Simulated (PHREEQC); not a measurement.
KOH is added in steps, without added water, to 1 kg of water holding 0.065 mol AgF and 0.1 mol Cu(NO3)2, at 20 °C. Oxygen alone is held at its pressure in air (log pO2 = -0.68). No CO2 enters from the air. Only these solids could form: Cu(OH)2, Cu2(OH)3NO3, Ag2O, CuF2:2H2O.

Base run: PHREEQC, ion-association model, wateq4f.dat. Each further column changes one thing. The table gives pH.

```csv
KOH added (mol),base,AgF from 0.065 to 0.0585 mol/kgw,0.025 mol/kgw Na2SO4 added,diluted 2-fold with water,no solid may form
0,4.54,4.53,3.99,4.75,4.88
0.04531,4.65,4.64,4.17,5.03,6.09
0.08156,4.77,4.77,4.43,6.99,6.65
0.1269,5.10,5.09,4.77,8.75,7.87
0.1631,7.25,7.25,7.82,12.52,8.36
0.2084,7.79,7.84,8.40,12.90,11.09
0.2447,8.23,8.40,8.74,13.06,11.72
0.29,12.40,12.50,12.39,13.20,12.02
```

The database's constant for dissolved Cu(OH)2 is higher than later reviews accept. In at least one series the solution becomes supersaturated in solids that the run did not let form, among them Cu(OH)2, Cu2(OH)3NO3, Ag2O. Solids allowed in the column '0.025 mol/kgw Na2SO4 added': Cu(OH)2, Brochantite, Antlerite, Cu2(OH)3NO3, Ag2O, Ag2SO4, Mirabilite, Chalcanthite, CuF2:2H2O.
